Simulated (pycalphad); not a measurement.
CALPHAD calculation (pycalphad, COST 507 light-alloy database (1999)), 1 atm. These are 1990s assessments: newer ones move some temperatures and phases. Kinetics are ignored, which matters at the lower temperatures.

Molar enthalpy of Hf-87.2B (at.%) in equilibrium (SER reference):

```tsv
T (K)	H (kJ/mol)	phases
3900	132.07	liquid
3750	127.12	liquid
3600	122.17	liquid
3450	117.22	liquid
3300	112.26	liquid
3225	109.79	liquid
3150	99.63	liquid + B2M
3000	83.73	liquid + B2M
2850	71.69	liquid + B2M
2700	62.00	liquid + B2M
2550	53.93	liquid + B2M
2400	47.09	liquid + B2M
2325	11.54	β-boron + B2M
2250	9.27	β-boron + B2M
2100	4.78	β-boron + B2M
1950	0.35	β-boron + B2M
1800	-4.01	β-boron + B2M
1650	-8.30	β-boron + B2M
1500	-12.51	β-boron + B2M
1350	-16.64	β-boron + B2M
1200	-20.67	β-boron + B2M
1050	-24.59	β-boron + B2M
900	-28.37	β-boron + B2M
750	-31.98	β-boron + B2M
600	-35.36	β-boron + B2M
```

Cooling from 3225 K to 2325 K, across the freezing range, releases 98.3 kJ/mol, or 3040 J/g. The slope is 33 J/(mol K) in the liquid and 30 J/(mol K) just below the solidus, where it includes any heat of precipitation. Liquidus 3223 K, solidus 2338 K. Changes were sought between steps of 75 K, so a narrower field can be missed.

Database names, with the compositions (at.%) that they take in these runs: B2M: B 67 Hf 33.
